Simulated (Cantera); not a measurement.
A perfectly stirred reactor is fed with 44.1 % H2, 15.7 % O2, 40.1 % N2, equivalence ratio 1.4, at 10.0 bar; it is adiabatic with a 650 K inlet, and is followed from long to short residence time, starting on the burning branch (τ in s: 0.045, 0.02, 0.0088, 0.0039, 0.0017, 0.00077, 0.00034, 0.00015, 6.8e-05, 3e-05, 1.3e-05, 5.9e-06).

Model: the H2/O2 subset of GRI-Mech 3.0, which has no nitrogen chemistry, integrated in Cantera. The hydrogen kinetics of GRI-Mech 3.0 are dated; newer H2 mechanisms differ, most at raised pressure.

One state of this run: T (K) = 2810; x H2 = 0.148; x O2 = 0.000613; x H2O = 0.359; x O = 0.000467; x HO2 = 1.34e-6; x H2O2 = 3.79e-7. x: mole fraction; the columns are a selection and need not sum to one.

### Question
Which value of τ (s) does it belong to?
(A) 0.00034
(B) 0.0039
(C) 0.0017
(D) 6.8e-5

### Answer
A, 0.00034
